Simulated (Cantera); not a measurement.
**Equilibrium for hydrogen reduction and annealing atmospheres: PbS + H2 + N2**

Input: 1 mol PbS, 8.5 mol H2, 1.6 mol N2, held at 13.3 mbar.

These are equilibrium values from Cantera (NASA tables, ideal gas, pure condensed phases), not measurements of a reactor. Candidate condensed phases: Pb, PbS, S; 18 gas species. Mutual solubility and eutectic melting of coexisting phases are not modelled. Rates play no part.

| T (K) | x H2 | x N2 | x PbS | x H2S | x Pb | n Pb(l) | n PbS(s) |
|---|---|---|---|---|---|---|---|
| 950 | 0.831 | 0.158 | 0.00164 | 0.00904 | 0.000377 | 0.0877 | 0.892 |
| 975 | 0.827 | 0.158 | 0.00335 | 0.0114 | 0.000688 | 0.109 | 0.850 |
| 1000 | 0.821 | 0.157 | 0.00658 | 0.0142 | 0.00121 | 0.133 | 0.788 |
| 1025 | 0.812 | 0.156 | 0.0125 | 0.0175 | 0.00209 | 0.158 | 0.693 |
| 1050 | 0.798 | 0.154 | 0.0230 | 0.0210 | 0.00349 | 0.182 | 0.543 |
| 1075 | 0.777 | 0.151 | 0.0411 | 0.0249 | 0.00570 | 0.203 | 0.301 |
| 1100 | 0.753 | 0.147 | 0.0652 | 0.0264 | 0.00909 | 0.190 | 0 |
| 1125 | 0.750 | 0.145 | 0.0705 | 0.0201 | 0.0142 | 0.0655 | 0 |
| 1150 | 0.748 | 0.144 | 0.0722 | 0.0178 | 0.0179 | 0 | 0 |
x: gas mole fraction; n: condensed amount in mol.

From 950 K to 1075 K the condensed part is Pb(l) + PbS(s). From 1100 K to 1125 K the condensed part is Pb(l). At 1150 K nothing is condensed. The main Pb-bearing gas is PbS throughout. The share of Pb in condensed phases is highest at 950 K (98.0 %) and lowest at 1150 K (0.0 %).
